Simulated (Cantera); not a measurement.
A perfectly stirred reactor is fed with H2 : O2 = 0.087 : 1 (molar parts), at 20.0 Torr; it is held at 1125 K, and followed from long to short residence time.

Detailed kinetics in Cantera: GRI-Mech 3.0 (53 species, 325 reactions). Radical loss at walls, strong at low pressure, is not modelled. The temperature is held fixed by assumption; the heat of reaction is taken as removed at once.

What does this change do: O2 1 to 0.11 parts?


| quantity | before | after |
|---|---|---|
| x(H2) at τ = 2.50 s | 0.000134 | 0.000693 |
| x(O2) at τ = 2.50 s | 0.916 | 0.433 |
| x(H2O) at τ = 2.50 s | 0.0829 | 0.565 |
| x(OH) at τ = 2.50 s | 0.000468 | 0.000994 |
| x(O) at τ = 2.50 s | 0.000550 | 0.000398 |
| x(H2) at τ = 20.0 ms | 0.00229 | 0.0142 |
| x(O2) at τ = 20.0 ms | 0.904 | 0.428 |
| x(H2O) at τ = 20.0 ms | 0.0776 | 0.532 |
| x(OH) at τ = 20.0 ms | 0.00249 | 0.00526 |
| x(O) at τ = 20.0 ms | 0.0104 | 0.00913 |

What does this change do: temperature 1125 to 1473 K?


```
quantity                 before    after
---------------------  --------  -------
x(H2) at τ = 2.50 s    0.000134  8.02e-5
x(O2) at τ = 2.50 s       0.916    0.914
x(H2O) at τ = 2.50 s     0.0829   0.0822
x(OH) at τ = 2.50 s    0.000468  0.00194
x(O) at τ = 2.50 s     0.000550  0.00155
x(H2) at τ = 20.0 ms    0.00229  0.00134
x(O2) at τ = 20.0 ms      0.904    0.885
x(H2O) at τ = 20.0 ms    0.0776   0.0743
x(OH) at τ = 20.0 ms    0.00249  0.00786
x(O) at τ = 20.0 ms      0.0104   0.0269
```
